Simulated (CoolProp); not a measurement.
Vapour-liquid equilibrium of CH2F2 (R32) (1) + R125 (2) at 298.2 K; x and y are mole fractions of (1).

Model: multi-fluid Helmholtz-energy mixture model, Tillner-Roth 1997 and Lemmon 2005; pair parameters Lemmon 2004, in CoolProp.

```tsv
x	bubble pressure, mixture model (kPa)	bubble pressure, Raoult's law (kPa)	y, mixture model	y, Raoult's law
0.05	1406	1395	0.062	0.061
0.15	1456	1427	0.180	0.178
0.25	1504	1458	0.291	0.290
0.35	1548	1489	0.394	0.398
0.45	1587	1520	0.492	0.501
0.55	1620	1551	0.585	0.600
0.65	1648	1583	0.675	0.695
0.75	1670	1614	0.765	0.786
0.85	1685	1645	0.856	0.874
0.95	1692	1676	0.950	0.959
```

The largest gap from Raoult's law is +4.4 % in bubble pressure, at x = 0.55. No azeotrope shows between x = 0.05 and 0.95.

Pair parameters are fitted to limited data, so mixtures are less certain than the pure fluids.
